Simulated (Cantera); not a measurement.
Feed: 1 mol Si, 15 mol HCl, 0.26 mol N2, held at 1648 K and 0.0623 Torr.

These are equilibrium values from Cantera (NASA tables, ideal gas, pure condensed phases), not measurements of a reactor. Candidate condensed phases: NH4Cl, Si, Si3N4; 28 gas species. The tables' values for SiCl3, SiCl are old estimates; treat these amounts as uncertain. Kinetics and transport are ignored.

Base state: HCl 0.817, H2 0.0758, SiCl2 0.0628, Cl 0.0228, N2 0.0168, H 0.00269, SiCl3 0.00178, SiCl4 0.000112 (mole fractions); condensed: gas only.

**Question.** What changes in the equilibrium state with this change: temperature from 1648 K to 523.15 K?

**Answer.** 
| species | before | after |
|---|---|---|
| HCl | 0.817 | 0.771 |
| H2 | 0.0758 | 0.140 |
| SiCl4 | 0.000112 | 0.0701 |
| SiCl2 | 0.0628 | <1e-9 |
| Cl | 0.0228 | <1e-9 |
| N2 | 0.0168 | 0.0182 |
| H | 0.00269 | <1e-9 |
| SiCl3 | 0.00178 | <1e-9 |
| SiCl | 3.90e-5 | <1e-9 |
